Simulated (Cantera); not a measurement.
# Hydrocarbon pyrolysis for carbon deposition

An isothermal, constant-pressure homogeneous reactor starts with CH₄ : N₂ = 1 : 120 (molar parts), at 1275 K and 1.00 bar.

Model: GRI-Mech 3.0 (53 species, 325 reactions), integrated in Cantera. GRI-Mech 3.0 stops at C3 and has no aromatics, soot or wall deposition, so with more carbon than oxygen in the feed, carbon stays in small species such as C2H2 where larger ones or solid carbon would form.

```json
[
 {"t (s)": "5.00e-5", "x CH₄": "0.00826", "x C₂H₄": "<1e-12", "x HCN": "<1e-12", "x H₂": "3.39e-10", "x CH₃": "7.94e-10"},
 {"t (s)": "0.000264", "x CH₄": "0.00826", "x C₂H₄": "<1e-12", "x HCN": "<1e-12", "x H₂": "2.28e-9", "x CH₃": "4.68e-9"},
 {"t (s)": "0.00139", "x CH₄": "0.00826", "x C₂H₄": "<1e-12", "x HCN": "<1e-12", "x H₂": "1.25e-8", "x CH₃": "2.52e-8"},
 {"t (s)": "0.00734", "x CH₄": "0.00826", "x C₂H₄": "8.48e-11", "x HCN": "<1e-12", "x H₂": "6.68e-8", "x CH₃": "1.30e-7"},
 {"t (s)": "0.0387", "x CH₄": "0.00826", "x C₂H₄": "7.28e-9", "x HCN": "<1e-12", "x H₂": "3.67e-7", "x CH₃": "4.43e-7"},
 {"t (s)": "0.204", "x CH₄": "0.00826", "x C₂H₄": "1.45e-7", "x HCN": "<1e-12", "x H₂": "2.13e-6", "x CH₃": "6.91e-7"},
 {"t (s)": "1.08", "x CH₄": "0.00824", "x C₂H₄": "3.02e-6", "x HCN": "<1e-12", "x H₂": "1.53e-5", "x CH₃": "1.27e-6"},
 {"t (s)": "5.69", "x CH₄": "0.00811", "x C₂H₄": "3.69e-5", "x HCN": "<1e-12", "x H₂": "0.000166", "x CH₃": "1.78e-6"},
 {"t (s)": "30.0", "x CH₄": "0.00750", "x C₂H₄": "4.09e-5", "x HCN": "6.94e-12", "x H₂": "0.00108", "x CH₃": "1.34e-6"}
]
```
x: mole fraction; the columns are a selection and need not sum to one.

Equilibrium at this temperature and pressure: CH₄ 0.000347, C₂H₄ 1.59e-5, HCN 0.00714, H₂ 0.0118, CH₃ 4.63e-8 (gas phase only).
